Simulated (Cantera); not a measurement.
An adiabatic, constant-pressure homogeneous reactor starts with CH₄ : O₂ : N₂ = 1 : 1.05 : 3.96 (molar parts), equivalence ratio 1.9, at 950 K and 0.415 atm. Integrator tolerance rtol = 1e-08.

Model: GRI-Mech 3.0 (53 species, 325 reactions), integrated in Cantera. Below about 1000 K GRI-Mech 3.0 lacks low-temperature oxidation paths.

Problem. What does this change do: initial temperature 950 to 1525 K?

Solution. 
```
quantity                                                              before                                      after
---------------------------------  -----------------------------------------  -----------------------------------------
temperature at 6.00 s                                                  953 K                                     2529 K
equilibrium temperature                                               2115 K                                     2529 K
x(CH₄) at 6.00 s                      0.166 (gas-phase equilibrium 1.28e-11)  1.29e-12 (gas-phase equilibrium 1.46e-12)
x(O₂) at 6.00 s                        0.174 (gas-phase equilibrium 8.45e-7)  0.000101 (gas-phase equilibrium 0.000101)
x(CH₃) at 6.00 s                    1.10e-6 (gas-phase equilibrium 3.39e-12)  2.71e-12 (gas-phase equilibrium 3.06e-12)
x(HCN) at 6.00 s                      <1e-12 (gas-phase equilibrium 3.58e-8)    3.21e-8 (gas-phase equilibrium 3.21e-8)
x(OH) at 6.00 s                    2.70e-10 (gas-phase equilibrium 0.000226)    0.00337 (gas-phase equilibrium 0.00337)
x(H₂) at 6.00 s                       0.000100 (gas-phase equilibrium 0.150)        0.141 (gas-phase equilibrium 0.141)
time of steepest temperature rise                                not reached                                    2.32 ms
```
